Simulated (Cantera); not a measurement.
An isothermal plug-flow reactor at 750 K and 760 Torr (inlet), inlet velocity 2.8 m/s, active area per volume 580 1/m; feed CO : O2 : N2 : H2O = 0.0042 : 0.076 : 0.79 : 0.021 (molar parts), equivalence ratio 0.028.

Model: Deutschmann's 1995 Pt surface mechanism with GRI-Mech 3.0 gas chemistry, integrated in Cantera. Catalytic surfaces can have several steady states; this one follows from the mechanism file's or the stated starting coverage. Mass transfer to the wall is taken as infinitely fast.

One state of this run: x CO = 0.000712; x O2 = 0.0834; x H2O = 0.0236; x CO2 = 0.00401; θ free Pt = 0.0207; θ O* = 0.976; θ OH* = 0.00312; θ CO* = 0.000121. x: gas mole fraction; θ: surface coverage.

Which value of z (m) does it belong to?
A) 0.09
B) 0.0017
C) 0.047
D) 0.0033

C, 0.047
